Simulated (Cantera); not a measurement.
Cantera run:

```python
import numpy as np
import cantera as ct

gas_names = """
    H2S Na H2
""".split()
cond_names = """
    Na2S(1) Na2S(2) Na2S(L) S(cr1) S(cr2) S(L) Na(cr) Na(L)
""".split()


# ... load() reads the species with a 1 bar reference pressure and builds the phases ...
species = {s.name: s for s in load("nasa_gas.yaml", gas_names) + load("nasa_condensed.yaml", cond_names)}
# Each term lists the table entries of one substance; the one whose range holds T is used.
reactions = {
    'H2S(g) + 2 Na(g) = H2(g) + Na2S':
        [(-1, ['H2S']), (-2, ['Na']), (1, ['H2']), (1, ['Na2S(1)', 'Na2S(2)', 'Na2S(L)'])],
    'S + 2 Na = Na2S':
        [(-1, ['S(cr1)', 'S(cr2)', 'S(L)']), (-2, ['Na(cr)', 'Na(L)']), (1, ['Na2S(1)', 'Na2S(2)', 'Na2S(L)'])],
}


def pick(names, T):
    return next(species[n] for n in names if species[n].thermo.min_temp <= T <= species[n].thermo.max_temp)


results = []
for label, terms in reactions.items():
    print(label)
    print("     T/K   dH/kJ  dS/(J/K)   dG/kJ   log10 K")
    for T in [400, 425, 450, 475, 500, 525, 550, 575, 600, 625]:
        used = [(nu, pick(names, T)) for nu, names in terms]
        dH = sum(nu * s.thermo.h(T) for nu, s in used) / 1e6
        dS = sum(nu * s.thermo.s(T) for nu, s in used) / 1e3
        dG = dH - T * dS / 1e3
        logK = -dG * 1e6 / (ct.gas_constant * T * np.log(10))
        results.append((label, T, dH, dS, dG, logK, [s.name for _, s in used]))
        print(f"{T:8g} {dH:8.1f} {dS:8.1f} {dG:8.1f} {logK:8.2f}")
```

Result:

```
H2S(g) + 2 Na(g) = H2(g) + Na2S
     T/K   dH/kJ  dS/(J/K)   dG/kJ   log10 K
     400   -556.5   -275.6   -446.3    58.27
     425   -555.6   -273.4   -439.4    54.00
     450   -554.7   -271.3   -432.6    50.21
     475   -553.8   -269.4   -425.8    46.83
     500   -552.9   -267.5   -419.1    43.78
     525   -552.0   -265.7   -412.4    41.04
     550   -551.1   -264.1   -405.8    38.54
     575   -550.2   -262.5   -399.2    36.27
     600   -549.3   -260.9   -392.7    34.19
     625   -548.4   -259.4   -386.2    32.28
S + 2 Na = Na2S
     T/K   dH/kJ  dS/(J/K)   dG/kJ   log10 K
     400   -373.6    -58.4   -350.3    45.74
     425   -374.0    -59.2   -348.8    42.87
     450   -374.4    -60.2   -347.3    40.31
     475   -374.8    -61.1   -345.8    38.02
     500   -375.2    -62.0   -344.2    35.96
     525   -375.6    -62.7   -342.7    34.09
     550   -376.0    -63.4   -341.1    32.39
     575   -376.2    -63.9   -339.5    30.84
     600   -376.5    -64.3   -337.9    29.42
     625   -376.7    -64.6   -336.3    28.11
```

Standard-state values (1 bar) from the NASA 1993 polynomials, evaluated with Cantera. Condensed species are held in their standard states even where they would react or evaporate.
